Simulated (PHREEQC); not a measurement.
A solution holds 39 mmol/kgw Cu(BF4)2, at 31 °C. Closed to the air; pH follows from the charge balance.

Model: ion-association model, wateq4f.dat, run in PHREEQC.

This is a speciation only: nothing precipitates in the calculation.

### Question
Estimate the pH, ionic strength.

### Answer
pH 2.70; ionic strength 0.118 mol/kgw.

### Question
In which forms is F present?

### Answer
BF4- 92 %, BF3OH- 3.8 %, HF 2.3 %, F- 1.0 %, BF2(OH)2- 0.6 % of the F.

Real BF4- forms and hydrolyses slowly; the run takes it at equilibrium.
